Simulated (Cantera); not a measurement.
Input: 1 mol TiCl₄, 0.17 mol H₂O, at 1800 K and 10000 Pa.

Method: chemical equilibrium by Gibbs-energy minimisation in Cantera with the NASA 1993 tables (ideal gas, pure condensed phases). Candidate condensed phases: H₂O, Ti, TiCl₂, TiCl₃, TiCl₄, TiO, TiO₂, Ti₂O₃, Ti₃O₅, Ti₄O₇; 23 gas species. The tables' values for TiCl₂ are old estimates; treat these amounts as uncertain. Equilibrium is a limit: real reactors are often held back by kinetics, nucleation or transport.

Base state: TiCl₄ 0.631, HCl 0.256, TiCl₃ 0.0568, Cl 0.0515, Cl₂ 0.00266, TiOCl₂ 0.00186, H₂O 2.88e-5, TiCl₂ 2.80e-5 (mole fractions); condensed: TiO₂(rutile).

Task: What changes in the equilibrium state with this change: 0.05 mol H₂ added?

Result: 
```csv
species,before,after
TiCl₄,0.631,0.557
HCl,0.256,0.315
TiCl₃,0.0568,0.0988
Cl,0.0515,0.0261
H₂,1.85e-5,0.000110
Cl₂,0.00266,0.000684
TiCl₂,2.80e-5,9.61e-5
H,4.87e-6,1.18e-5
H₂O,2.88e-5,4.65e-5
"TiO₂(rutile), mol",0.0837,0.0837
```
